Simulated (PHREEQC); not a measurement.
1 g of hydrous ferric oxide (600 m²/g; 0.2 weak and 0.005 strong sites per Fe, Dzombak-Morel constants, diffuse double layer) in 1 kg of water with 0.3 mol/kgw of an inert sodium salt and 0.0012 mol ZnCl2, at 25 °C; the pH is set by adding NaOH or the inert anion's acid. Oxygen alone is held at its pressure in air (log pO2 = -0.68). CO2 from the air is kept out. No solid was allowed to form.

The series has 17 steps of pH, from 3 to 11.

All values are PHREEQC results (ion-association model, wateq4f.dat), not measurements.

Question: Near which pH is half of the Zn sorbed, and on which side is more sorbed?

Answer: Near pH 6.7, with more sorbed at higher pH.

Question: At which pH does the surface charge pass through zero?

Answer: Near pH 9.9.

Along this series the solution becomes supersaturated in solids that the run did not let form, among them Zincite(c), Zn5(OH)8Cl2. Complexes and solids missing from the database can't appear. The oxide is taken as insoluble; below pH 4 it would dissolve.
